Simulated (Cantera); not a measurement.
Feed: 1 mol FeS₂, 1.2 mol H₂S, 4.1 mol O₂, equilibrated at 1598.15 K.

These are equilibrium values from Cantera (NASA tables, ideal gas, pure condensed phases), not measurements of a reactor. Candidate condensed phases: Fe, FeO, Fe(OH)₂, Fe(OH)₃, FeS, FeSO₄, FeS₂, Fe₂O₃, Fe₂(SO₄)₃, Fe₃O₄, H₂O, H₂SO₄, S; 22 gas species. Mutual solubility and eutectic melting of coexisting phases are not modelled. The tables' stoichiometric FeO is somewhat more stable than real wüstite, so its field is too wide. FeO: taken at fixed stoichiometry. The numbers say what is thermodynamically allowed, not how fast it happens.

Problem. Which condensed phases are stable at each of these points (P (Pa)): 1000, 2300, 5400, 13000, 29000, 68000, 160000, 370000, 860000, 2000000?

Solution. 
```
P (Pa)    condensed phases  Fe condensed (%)
-------  -----------------  ----------------
1000                FeO(s)             100.0
2300                FeO(s)             100.0
5400                FeO(s)             100.0
13000               FeO(s)             100.0
29000               FeO(s)             100.0
68000               FeO(s)             100.0
160000              FeO(s)             100.0
370000              FeO(s)             100.0
860000   FeO(s) + Fe₃O₄(s)             100.0
2000000           Fe₃O₄(s)             100.0
```

From 10.0 mbar to 3.70 bar the condensed part is FeO(s). At 8.60 bar the condensed part is FeO(s) + Fe₃O₄(s). At 20.0 bar the condensed part is Fe₃O₄(s).
